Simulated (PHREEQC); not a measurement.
Make-up at 25 °C: 0.23 mol/kgw CuSO4 and 0.00015 mol/kgw Na2SO4. Closed to the air; pH follows from the charge balance.

Model: ion-association model, phreeqc.dat, run in PHREEQC.

This is a speciation only: nothing precipitates in the calculation.

Estimate the pH, ionic strength, specific conductance.

pH 4.41; ionic strength 0.432 mol/kgw; specific conductance 15400 µS/cm.

In which forms is Na present?

Na+ 89 %, NaSO4- 11 % of the Na.
